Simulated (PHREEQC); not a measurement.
Make-up at 34 °C: 0.025 mol H3PO4 and 0.00065 mol Na2SO4 per kg of water. Closed to the air; pH follows from the charge balance.

The numbers come from PHREEQC with the ion-association model, phreeqc.dat.

This is a speciation only: nothing precipitates in the calculation.

**Question.** What pH, ionic strength, specific conductance does the model give?

**Answer.** pH 2.03; ionic strength 0.0120 mol/kgw; specific conductance 4560 µS/cm.

**Question.** In which forms is S present?

**Answer.** SO4-2 55 %, HSO4- 44 % of the S.
